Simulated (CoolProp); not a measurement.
A simple Rankine cycle with water: condensing at 333.15 K, boiler at 9.27 MPa, turbine inlet 580.6 K, turbine efficiency 0.85, pump efficiency 0.6, no recuperator. Each further row changes one setting.

The numbers come from the reference Helmholtz-energy equation of state, Wagner 2002 in CoolProp.

```
case                             thermal efficiency (%)  net work (kJ/kg)  heat in (kJ/kg)  turbine exit temperature (K)  volume ratio over the turbine
-------------------------------  ----------------------  ----------------  ---------------  ----------------------------  -----------------------------
as stated                                          29.6                 ?             2480                         333.1                              ?
turbine inlet 600.6 K                                 ?                 ?                ?                         333.1                            261
condensing temperature 325.15 K                       ?               769                ?                         325.2                            402
boiler pressure 6.49 MPa                           28.7               756             2630                         333.1                            181
turbine efficiency 0.75                            26.0                 ?             2480                         333.1                            298
```

Task: Some entries are withheld; supply them.

Result: 
- as stated, net work (kJ/kg): 735
- as stated, volume ratio over the turbine: 283
- turbine inlet 600.6 K, thermal efficiency (%): 29.9
- turbine inlet 600.6 K, net work (kJ/kg): 774
- turbine inlet 600.6 K, heat in (kJ/kg): 2590
- condensing temperature 325.15 K, thermal efficiency (%): 30.5
- condensing temperature 325.15 K, heat in (kJ/kg): 2520
- turbine efficiency 0.75, net work (kJ/kg): 647

The expansion ends wet for: as stated; turbine inlet 600.6 K; condensing temperature 325.15 K; boiler pressure 6.49 MPa; turbine efficiency 0.75.
